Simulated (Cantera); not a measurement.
A closed system holds: 1 mol H₂O, 0.46 mol N₂, at 2475 K and 1.10 bar.

These are equilibrium values from Cantera (NASA tables, ideal gas, pure condensed phases), not measurements of a reactor. Candidate condensed phases: H₂O; 24 gas species. Kinetics and transport are ignored.

Base state: H₂O 0.629, N₂ 0.306, H₂ 0.0309, OH 0.0154, O₂ 0.0104, H 0.00377, NO 0.00305, O 0.00124 (mole fractions); condensed: gas only.

Task: What changes in the equilibrium state with this change: 0.26 mol Cl₂ added?

Result: 
```csv
species,before,after
H₂O,0.629,0.393
N₂,0.306,0.240
HCl,0,0.236
Cl,0,0.0390
O₂,0.0104,0.0544
H₂,0.0309,0.00844
OH,0.0154,0.0184
Cl₂,0,0.000162
ClO,0,0.000107
HOCl,0,3.03e-5
```
Further candidate phases: NH₄Cl.
